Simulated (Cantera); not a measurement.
What does this Cantera script print?

```python
import numpy as np
import cantera as ct

gas_names = """
    Br Br2 H HBr HNO HNO2 HNO3 HO2 H2 H2O H2O2 N NH NH2 NH3 NH2OH NO NO2 NO3 N2 N2H2 N2H4 N2O O OH O2 O3
""".split()
cond_names = """
    Br2(cr) Br2(L) H2O(s) H2O(L)
""".split()


# ... load() reads the species with a 1 bar reference pressure and builds the phases ...
atoms = {
    'HBr': {'H': 1, 'Br': 1},
    'O2': {'O': 2},
    'N2': {'N': 2},
}
top_T = {}  # K; cautious upper limits of use, not melting points


# ... equilibrate(T, P, feed) seeds the gas with the atoms and calls Mixture.equilibrate('TP', solver="vcs", rtol=1e-11, max_steps=5000) ...
results = []
feed = {'HBr': 1, 'O2': 0.19, 'N2': 0.27}  # mol
P = 1333.22  # Pa
for T in [2798, 2848, 2898, 2948, 2998, 3048, 3098, 3148, 3198, 3248, 3298, 3348, 3398]:
    mix = equilibrate(T, P, feed)
    results.append((T, P, feed, dict(zip(mix.species_names, mix.species_moles))))

top = {s: max(r[3][s] / sum(r[3][g] for g in gas_names) for r in results) for s in gas_names}
cols = sorted((s for s in top if top[s] > 1e-06), key=lambda s: -top[s])[:5]
seen = [c for c in cond_names if any(r[3].get(c, 0) > 1e-12 for r in results)]
print("log10 of partial pressures in bar; condensed amounts in mol")
print(f"{'T/K':>10s}" + "".join(f"{s[:9]:>10s}" for s in cols + seen))
for T, P, feed, n in results:
    ng = sum(n[g] for g in gas_names)
    print(f"{T:10.4g}" + "".join(f"{np.log10(max(n[s] / ng * P / 1e5, 1e-99)):10.3f}" for s in cols)
          + "".join(f"{n.get(c, 0):10.4g}" for c in seen))
```

It prints:

```
log10 of partial pressures in bar; condensed amounts in mol
       T/K        Br         H         O        N2        H2
      2798    -2.228    -2.614    -3.100    -2.782    -3.048
      2848    -2.238    -2.556    -3.030    -2.795    -3.082
      2898    -2.247    -2.506    -2.970    -2.808    -3.128
      2948    -2.256    -2.465    -2.920    -2.819    -3.185
      2998    -2.264    -2.430    -2.879    -2.829    -3.252
      3048    -2.270    -2.403    -2.845    -2.837    -3.328
      3098    -2.276    -2.380    -2.819    -2.844    -3.411
      3148    -2.280    -2.363    -2.798    -2.850    -3.499
      3198    -2.284    -2.349    -2.781    -2.855    -3.590
      3248    -2.287    -2.338    -2.769    -2.858    -3.685
      3298    -2.289    -2.330    -2.759    -2.861    -3.780
      3348    -2.291    -2.323    -2.751    -2.863    -3.876
      3398    -2.293    -2.318    -2.745    -2.865    -3.972
```

Cantera equilibrium calculation (NASA polynomials, part measured and part estimated; ideal gas, pure solids and liquids).
